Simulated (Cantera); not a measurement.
Equilibrium for halide evaporation, hydrolysis and transport: MgF2 + H2

Input: 1 mol MgF2, 110 mol H2, equilibrated at 13.3 mbar.

These are equilibrium values from Cantera (NASA tables, ideal gas, pure condensed phases), not measurements of a reactor. Candidate condensed phases: Mg, MgF2; 17 gas species. The tables' values for MgH are old estimates; treat these amounts as uncertain. Kinetics and transport are ignored.

From 1175 K to 1475 K the condensed part is MgF2(s). From 1550 K to 2075 K nothing is condensed. The main Mg-bearing gas is Mg throughout.

```csv
T (K),log p H2,log p H,log p HF,log p Mg,log p MgF2,log p MgF,n MgF2(s)
1175,-1.88,-7.85,-6.15,-6.45,-7.87,-8.61,0.997
1250,-1.88,-7.25,-5.53,-5.83,-6.86,-7.66,0.986
1325,-1.88,-6.72,-4.97,-5.28,-5.97,-6.82,0.947
1400,-1.88,-6.25,-4.48,-4.79,-5.18,-6.07,0.805
1475,-1.88,-5.83,-4.04,-4.36,-4.48,-5.40,0.324
1550,-1.88,-5.44,-3.82,-4.15,-4.39,-5.16,0
1625,-1.89,-5.09,-3.74,-4.05,-4.62,-5.16,0
1700,-1.89,-4.77,-3.68,-4.00,-4.91,-5.20,0
1775,-1.89,-4.48,-3.65,-3.97,-5.24,-5.29,0
1850,-1.89,-4.21,-3.64,-3.95,-5.58,-5.39,0
1925,-1.89,-3.96,-3.64,-3.94,-5.92,-5.49,0
2000,-1.89,-3.74,-3.63,-3.94,-6.23,-5.60,0
2075,-1.90,-3.52,-3.63,-3.94,-6.53,-5.70,0
```
log p: log10 of the partial pressure in bar; n: condensed amount in mol.
